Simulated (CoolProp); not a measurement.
Properties of C2F6 (R116) along the isobar 14.2 MPa.

The numbers come from the reference Helmholtz-energy equation of state, Lemmon 2006 in CoolProp. It is a short technical equation, of lower accuracy than the large ones.

```tsv
T (°C)	phase	cp (kJ/(kg K))	isothermal compressibility (1/MPa)	Prandtl number	fugacity coefficient
-39.65	liquid	0.9814	0.003632	4.28	0.06507
-24.65	liquid	1.012	0.004597	3.89	0.09979
-9.65	liquid	1.044	0.005902	3.56	0.1431
5.45	liquid	1.076	0.007703	3.29	0.1945
20.45	supercritical	1.108	0.01016	3.04	0.2517
35.45	supercritical	1.138	0.01350	2.81	0.3133
50.45	supercritical	1.165	0.01792	2.59	0.3771
65.55	supercritical	1.187	0.02350	2.38	0.4415
80.55	supercritical	1.201	0.02995	2.19	0.5040
95.55	supercritical	1.206	0.03680	2.00	0.5634
110.55	supercritical	1.203	0.04331	1.84	0.6190
125.65	supercritical	1.195	0.04890	1.70	0.6705
```

Viscosity comes from a separate model (Huber 2003), an estimate that may be off by 10 % or more. Thermal conductivity comes from a separate model (Huber 2003), an estimate that may be off by 10 % or more.
